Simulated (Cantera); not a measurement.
A diamond (100) surface in a fixed gas of H2 with x(CH4) = 0.019, x(CH3) = 0.00084, at 1123 K, 28.5 Torr; coverages are run to steady state.

Computed with Cantera and the Harris–Goodwin 1993 mechanism for the reconstructed diamond (100) surface.

One state of this run: growth (µm/h) = 11.7; θ c6HH = 0.471; θ c6H* = 0.0284; θ c6*H = 0.426; θ c6** = 0.0176; θ c6HM = 0.0360. θ: site fractions in the mechanism's names (c6HH fully hydrogenated, c6H* and c6*H radical sites, c6** diradical, c6HM methylated).

**Question.** Which value of x(H) does it belong to?
(A) 0.0032
(B) 0.00024
(C) 0.00056
(D) 0.042

**Answer.** A, 0.0032
